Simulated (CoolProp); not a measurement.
Vapour-liquid equilibrium of propane (1) + isopentane (2) at -32.75 °C; x and y are mole fractions of (1).

Computed with CoolProp (multi-fluid Helmholtz-energy mixture model, Lemmon 2009 and Lemmon 2006; pair parameters Kunz 2012).

Problem. Give the bubble pressure and the first vapour's composition at x = 0.05, 0.5, 0.875. Is there an azeotrope?

Solution. x = 0.05: 0.01687 MPa, y = 0.621; x = 0.5: 0.08326 MPa, y = 0.953; x = 0.875: 0.1326 MPa, y = 0.991. No azeotrope shows between x = 0.05 and 0.95.

The pair parameters rest on a limited set of measurements; away from them the model extrapolates.
